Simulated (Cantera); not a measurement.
Charge: 1 mol MgCO3, 3.4 mol H2, 5.2 mol O2, at 1552 °C and 4.40 mbar.

These are equilibrium values from Cantera (NASA tables, ideal gas, pure condensed phases), not measurements of a reactor. Candidate condensed phases: C, C6H6, C7H8, C8H18, H2O, Mg, MgCO3, MgO, Mg(OH)2; 116 gas species. The numbers say what is thermodynamically allowed, not how fast it happens.

### Question
What is the equilibrium state?

### Answer
* **x(O2)**: 0.440
* **x(H2O)**: 0.424
* **x(CO2)**: 0.125
* **x(OH)**: 0.00770
* **x(O)**: 0.00154
* **x(CO)**: 0.000757
* **x(H2)**: 0.000654
* **x(H)**: 0.000170
* **x(Mg(OH)2)**: 3.57e-6
* **n(MgO(s))**: 1.000 mol
* **gas amount**: 7.928 mol
* **log10 activity of Mg(l) (absent)**: -10.04
* **log10 activity of C(graphite) (absent)**: -11.89
